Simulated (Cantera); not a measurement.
Input (Python, Cantera):

```python
import numpy as np
import cantera as ct

gas = ct.Solution("gri30.yaml", transport_model="mixture-averaged")
show = ['H', 'C2H2', 'CO2']

rows = []
print(f"{'T/K':>7s}{'rho':>11s}{'cp':>10s}{'mu':>11s}{'lambda':>11s}{'Pr':>7s}" + "".join(f"{'D_' + s:>11s}" for s in show))
for T in [400, 500, 600, 700, 800, 900, 1000, 1100]:
    gas.TPX = T, 920, {'H2': 0.12, 'CO2': 0.75, 'CH3OH': 0.32, 'C2H4': 0.59}
    Pr = gas.cp_mass * gas.viscosity / gas.thermal_conductivity
    D = [gas.mix_diff_coeffs_mole[gas.species_index(s)] for s in show]
    rows.append([gas.density, gas.cp_mass, gas.viscosity, gas.thermal_conductivity, Pr, *D])
    print(f"{T:7g}{gas.density:11.4e}{gas.cp_mass:10.1f}{gas.viscosity:11.4e}"
          f"{gas.thermal_conductivity:11.4e}{Pr:7.3f}" + "".join(f"{d:11.4e}" for d in D))
print("SI units: kg/m3, J/kg/K, Pa s, W/m/K, m2/s")
```

It prints:

```
    T/K        rho        cp         mu     lambda     Pr        D_H     D_C2H2      D_CO2
    400 9.3329e-03    1365.1 1.6325e-05 3.6250e-02  0.615 1.8386e-02 2.4609e-03 2.4030e-03
    500 7.4663e-03    1544.9 1.9988e-05 4.8425e-02  0.638 2.7619e-02 3.7298e-03 3.6680e-03
    600 6.2219e-03    1705.6 2.3385e-05 6.0831e-02  0.656 3.8251e-02 5.1992e-03 5.1411e-03
    700 5.3331e-03    1840.6 2.6555e-05 7.3177e-02  0.668 5.0173e-02 6.8527e-03 6.8048e-03
    800 4.6664e-03    1951.0 2.9533e-05 8.5326e-02  0.675 6.3302e-02 8.6777e-03 8.6454e-03
    900 4.1479e-03    2045.6 3.2346e-05 9.7216e-02  0.681 7.7570e-02 1.0664e-02 1.0652e-02
   1000 3.7331e-03    2140.9 3.5019e-05 1.0882e-01  0.689 9.2923e-02 1.2804e-02 1.2816e-02
   1100 3.3938e-03    2215.6 3.7569e-05 1.2013e-01  0.693 1.0932e-01 1.5089e-02 1.5130e-02
SI units: kg/m3, J/kg/K, Pa s, W/m/K, m2/s
```

Cantera simulation using GRI-Mech 3.0 (53 species, 325 reactions); the numbers are that mechanism's predictions, not measurements. Polar gases are described roughly by these parameters. The composition is frozen, though it would react at the higher temperatures.
